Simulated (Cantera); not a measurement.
**Transport properties of process gases**

Gas mixture: N2 = 0.86 (molar parts), at 300000 Pa, frozen composition.

Cantera's kinetic-theory transport with the Lennard-Jones parameters of GRI-Mech 3.0, ideal gas; thermal conductivity in the mixture-averaged form.

```csv
T (K),ρ (kg/m³),cp (J/kg/K),μ (µPa s),λ (mW/m/K),Pr,D (cm²/s) O,D (cm²/s) H2O,D (cm²/s) H2
400,2.53,1047,22.3,32.8,0.713,0.180,0.134,0.429
500,2.02,1058,26.1,39.0,0.708,0.264,0.203,0.623
600,1.68,1074,29.6,45.2,0.704,0.359,0.284,0.845
700,1.44,1095,32.8,51.2,0.702,0.465,0.375,1.09
800,1.26,1121,35.8,57.1,0.703,0.581,0.476,1.36
900,1.12,1147,38.7,62.9,0.706,0.707,0.586,1.66
1000,1.01,1169,41.5,68.6,0.708,0.843,0.704,1.98
1100,0.919,1187,44.2,74.1,0.707,0.988,0.830,2.31
```
D: mixture-averaged diffusion coefficient of that species in the mixture.
